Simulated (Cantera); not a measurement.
A closed system holds: 1 mol TiO₂, 2.5 mol MgCl₂, 3.7 mol O₂, 0.22 mol MgO, equilibrated at 1.30 mbar.

Method: chemical equilibrium by Gibbs-energy minimisation in Cantera with the NASA 1993 tables (ideal gas, pure condensed phases). Candidate condensed phases: Mg, MgCl₂, MgO, MgTiO₃, MgTi₂O₅, Mg₂TiO₄, Ti, TiCl₂, TiCl₃, TiCl₄, TiO, TiO₂, Ti₂O₃, Ti₃O₅, Ti₄O₇; 20 gas species. Mutual solubility and eutectic melting of coexisting phases are not modelled. Condensed phases not in the tables: alloys, solid solutions and most ternary compounds. The numbers say what is thermodynamically allowed, not how fast it happens.

log p: log10 of the partial pressure in bar; n: condensed amount in mol.

| T (K) | log p Cl | log p O₂ | log p MgCl₂ | log p Cl₂ | log p O | n MgTiO₃(s) | n Mg₂TiO₄(s) | n MgTi₂O₅(s) |
|---|---|---|---|---|---|---|---|---|
| 1675 | -3.25 | -3.26 | -3.75 | -4.95 | -6.10 | 0.228 | 0.772 | 0 |
| 1700 | -3.24 | -3.26 | -3.76 | -5.05 | -5.98 | 0.204 | 0.796 | 0 |
| 1725 | -3.23 | -3.27 | -3.78 | (withheld) | (withheld) | (withheld) | 0.822 | 0 |
| 1750 | -3.23 | -3.27 | -3.79 | -5.24 | -5.76 | 0.152 | 0.848 | 0 |
| 1775 | -3.22 | -3.27 | -3.80 | (withheld) | (withheld) | (withheld) | 0.874 | 0 |
| 1800 | -3.21 | -3.28 | -3.82 | -5.42 | -5.55 | 0 | 0.933 | 0.0337 |
| 1825 | -3.21 | -3.28 | -3.83 | -5.51 | -5.45 | 0 | 0.946 | 0.0272 |

What belongs in the gaps?


- 1775, log p Cl₂: -5.33
- 1775, log p O: -5.66
- 1775, n MgTiO₃(s): 0.126
- 1725, log p Cl₂: -5.15
- 1725, log p O: -5.87
- 1725, n MgTiO₃(s): 0.178
